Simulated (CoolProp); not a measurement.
A single-stage vapour-compression cycle with R134a: evaporating at 320.15 K (dew point), condensing at 365.15 K (bubble point), superheat 5 K, subcooling 5 K, compressor efficiency 0.7, no pressure losses. Each further row changes one setting.

Computed with CoolProp (reference Helmholtz-energy equation of state, Tillner-Roth 1994).

```tsv
case	cooling COP	pressure ratio	discharge temperature (K)	refrigerating effect (kJ/kg)	volumetric capacity (kJ/m³)
as stated	3.23	2.77	380.8	93.4	5480
evaporating temperature 325.15 K	3.81	2.44	379.7	95.5	6420
condensing temperature 360.15 K	3.93	2.50	374.7	[?]	6040
subcooling 10 K	3.59	2.77	380.8	[?]	6090
superheat 15 K	3.34	2.77	[?]	105	5750
compressor efficiency 0.6	2.77	2.77	383.8	93.4	5480
```

Question: Fill in the missing entries.

Answer: 
- condensing temperature 360.15 K, refrigerating effect (kJ/kg): 103
- subcooling 10 K, refrigerating effect (kJ/kg): 104
- superheat 15 K, discharge temperature (K): 389.8
